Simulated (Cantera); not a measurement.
Feed: 1 mol Si3H8, 0.045 mol HCl, 6.1 mol H2, equilibrated at 1598.15 K and 1.33 mbar.

Equilibrium computed with Cantera from the NASA thermochemical tables; the gas is ideal and each condensed phase is pure. Candidate condensed phases: Si; 19 gas species. The feed counts by its element totals alone. Rates play no part.

Base state: H2 0.994, HCl 0.00430, H 0.00146, Si 7.04e-5, SiCl2 6.39e-5 (mole fractions); condensed: Si(s).

Q: What changes in the equilibrium state with this change: HCl from 0.045 to 1.1 mol?

A: 
```tsv
species	before	after
H2	0.994	0.917
HCl	0.00430	0.0655
SiCl2	6.39e-5	0.0161
SiCl3	1.39e-8	5.56e-5
SiCl	3.69e-6	5.86e-5
Si(s), mol	3.00	2.82
```
The tables' values for SiCl, SiCl3 are old estimates; treat these amounts as uncertain.

Q: What changes in the equilibrium state with this change: Si3H8 replaced by Si2Cl6?

A: 
| species | before | after |
|---|---|---|
| H2 | 0.994 | 0.559 |
| HCl | 0.00430 | 0.220 |
| SiCl2 | 6.39e-5 | 0.215 |
| SiCl3 | 1.39e-8 | 0.00319 |
| SiCl4 | <1e-9 | 0.000117 |
| SiHCl3 | <1e-9 | 4.27e-5 |
| Cl | 4.98e-6 | 0.000340 |
| SiCl | 3.69e-6 | 0.000182 |
| Si(s), mol | 3.00 | 0 |
The tables' values for SiCl3, SiCl are old estimates; treat these amounts as uncertain.
